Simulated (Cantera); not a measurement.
Charge: 1 mol SO2, 2.6 mol O2, 2.4 mol H2, held at 670 Pa.

Cantera equilibrium calculation (NASA polynomials, part measured and part estimated; ideal gas, pure solids and liquids). Candidate condensed phases: H2O, H2SO4, S; 19 gas species. Kinetics and transport are ignored. All values below are at 2123 K.

Base state: H2O 0.466, O2 0.279, SO2 0.202, OH 0.0292, O 0.0105, H2 0.00747, H 0.00379, SO 0.00198 (mole fractions); condensed: gas only.

Task: What changes in the equilibrium state with this change: pressure from 670 Pa to 3200000 Pa?

Result: 
```
species   before     after
-------  -------  --------
H2O        0.466     0.498
O2         0.279     0.290
SO2        0.202     0.206
OH        0.0292   0.00367
O         0.0105  0.000155
H        0.00379   6.75e-6
SO3      3.55e-5   0.00254
```
The ideal-gas law is rough above about 30 bar.

Task: What changes in the equilibrium state with this change: SO2 replaced by HBr?

Result: 
```json
[
 {"species": "H2O", "before": "0.466", "after": "0.529"},
 {"species": "O2", "before": "0.279", "after": "0.223"},
 {"species": "Br", "before": "0", "after": "0.175"},
 {"species": "SO2", "before": "0.202", "after": "0"},
 {"species": "HBr", "before": "0", "after": "0.0205"},
 {"species": "O", "before": "0.0105", "after": "0.00940"},
 {"species": "OH", "before": "0.0292", "after": "0.0295"},
 {"species": "SO", "before": "0.00198", "after": "0"},
 {"species": "SO3", "before": "3.55e-5", "after": "0"},
 {"species": "Br2", "before": "0", "after": "2.03e-5"},
 {"species": "H2", "before": "0.00747", "after": "0.00948"},
 {"species": "H", "before": "0.00379", "after": "0.00427"}
]
```
Further candidate phases: Br2.
